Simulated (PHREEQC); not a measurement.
1 kg of water holding 0.0039 mol/kgw Na2SO4 and 0.014 mol/kgw NaCl is evaporated at 25 °C; the solids stay in contact with the brine. The system is closed to CO2. Solids allowed: Halite, Mirabilite, Thenardite. Others were left out.

Computed with PHREEQC (Pitzer model, pitzer.dat).

| water left (kg) | ionic strength | water activity | Na in solution (mol/kgw) | S in solution (mol/kgw) | Cl in solution (mol/kgw) |
|---|---|---|---|---|---|
| 1 | 0.0257 | 0.999 | 0.0218 | 0.00390 | 0.0140 |
| 0.8219 | 0.0313 | 0.999 | 0.0265 | 0.00475 | 0.0170 |
| 0.6755 | 0.0380 | 0.999 | 0.0323 | 0.00577 | 0.0207 |
| 0.4563 | 0.0563 | 0.999 | 0.0478 | 0.00855 | 0.0307 |
| 0.375 | 0.0685 | 0.998 | 0.0581 | 0.0104 | 0.0373 |
| 0.3082 | 0.0834 | 0.998 | 0.0707 | 0.0127 | 0.0454 |
| 0.2533 | 0.101 | 0.997 | 0.0860 | 0.0154 | 0.0553 |
| 0.2082 | 0.123 | 0.997 | 0.105 | 0.0187 | 0.0672 |
| 0.1711 | 0.150 | 0.996 | 0.127 | 0.0228 | 0.0818 |
| 0.1156 | 0.222 | [?] | 0.189 | 0.0337 | 0.121 |
| 0.09502 | 0.270 | 0.993 | 0.229 | 0.0410 | 0.147 |
| 0.07809 | 0.329 | 0.992 | 0.279 | 0.0499 | 0.179 |
| 0.06418 | 0.400 | [?] | 0.340 | 0.0608 | 0.218 |
| 0.05275 | 0.487 | 0.988 | 0.413 | 0.0739 | 0.265 |
| 0.04335 | 0.593 | 0.986 | 0.503 | 0.0900 | 0.323 |
| 0.0293 | 0.877 | [?] | 0.744 | 0.133 | 0.478 |
| 0.02407 | 1.07 | [?] | 0.906 | 0.162 | 0.582 |
| 0.01979 | 1.30 | [?] | 1.10 | 0.197 | 0.708 |
| 0.01627 | 1.58 | [?] | 1.34 | 0.240 | 0.860 |
| 0.01337 | 1.92 | [?] | 1.63 | 0.292 | 1.05 |
| 0.01099 | 2.34 | 0.944 | 1.98 | 0.355 | 1.27 |
| 0.007426 | 3.46 | 0.916 | 2.94 | 0.525 | 1.89 |
| 0.006093 | 4.22 | [?] | 3.58 | 0.640 | 2.30 |
| 0.005012 | 5.13 | 0.868 | 4.35 | 0.778 | 2.79 |

Q: What belongs in the gaps?

A: 
- 0.1156, water activity: 0.995
- 0.06418, water activity: 0.990
- 0.0293, water activity: 0.979
- 0.02407, water activity: 0.975
- 0.01979, water activity: 0.969
- 0.01627, water activity: 0.963
- 0.01337, water activity: 0.955
- 0.006093, water activity: 0.895

Species that the database lacks are ignored.
